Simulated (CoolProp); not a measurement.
Dimethyl carbonate at 446.9 K and 15.2 MPa is throttled through a valve to 10.1 MPa with no heat exchange. Each further row changes one setting.

Model: reference Helmholtz-energy equation of state, Zhou 2011, in CoolProp.

| case | temperature change (K) | final density (kg/m³) |
|---|---|---|
| as stated | +0.7 | 869 |
| outlet pressure 3.03 MPa | +1.2 | 848 |
| outlet pressure 13.1 MPa | +0.3 | 877 |
